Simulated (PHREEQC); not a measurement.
Solution (40 °C): 0.014 mol/kgw Na3PO4 and 0.0014 mol/kgw HNO3. Closed to the air; pH follows from the charge balance.

Computed with PHREEQC (ion-association model, phreeqc.dat).

This is a speciation only: nothing precipitates in the calculation.

### Question
Order these P species by the share of P that they hold, largest first: PO4-3, HPO4-2, NaHPO4-.

### Answer
HPO4-2 (67 %), PO4-3 (30 %), NaHPO4- (2.3 %)

The pH is 11.35 and the ionic strength 0.0638 mol/kgw. Species that the database lacks are ignored. Away from 25 °C the constants follow the database's enthalpies or fits; those with neither stay at their 25 °C values.
